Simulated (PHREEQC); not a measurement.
1 kg of water holding 30 mmol/kgw NaCl and 79 mmol/kgw KCl is evaporated at 25 °C; the solids stay in contact with the brine. The system is closed to CO2. Solids allowed: Halite, Sylvite. Others were left out.

The series has 28 steps of water left (kg), from 1 to 0.005012.

Equilibrium calculation in PHREEQC: Pitzer model, pitzer.dat.

**Question.** Which solids form, in which order, and at which step of the series does each first stand?

**Answer.** Sylvite from water left = 0.01979 kg; Halite from water left = 0.005012 kg.
